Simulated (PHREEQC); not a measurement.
Solution A (1.6 mol HCl and 0.2 mol MgSO4 per kg of water) is mixed with solution B (2.2 mmol/kgw NaHSO4, 24 mmol/kgw Na2CO3 and 0.38 mmol/kgw NaCl) at 25 °C; shares are by mass of water, 1 kg in all. CO2 from the air is kept out. The run lets Bischofite, Bloedite, Brucite, Burkeite, Epsomite, Halite, Hexahydrite, Kieserite, Nesquehonite, Mirabilite, Nahcolite, Natron, Thenardite, Trona, MgCl2_4H2O precipitate or redissolve, and no other solid.

The numbers come from PHREEQC with the Pitzer model, pitzer.dat.

```
share of solution B     pH  CO2 (mol/kgw)  CO3-2 (mol/kgw)
-------------------  -----  -------------  ---------------
0                    -0.36              0                0
0.1                      …        0.00240                0
0.2                      …        0.00480                0
0.3                  -0.08        0.00720                0
0.4                      …              …                0
0.5                   0.15         0.0120                0
0.6                   0.28         0.0144                0
0.7                      …         0.0168                0
0.8                   0.68         0.0192                0
0.9                      …         0.0216                0
1                    10.83        8.58e-8           0.0209
```

Question: Fill in the missing entries.

Answer: 
- 0.1, pH: -0.27
- 0.2, pH: -0.18
- 0.4, pH: 0.03
- 0.4, CO2 (mol/kgw): 0.00960
- 0.7, pH: 0.45
- 0.9, pH: 1.08

In brines, pH and single-ion activities rest on the MacInnes convention.
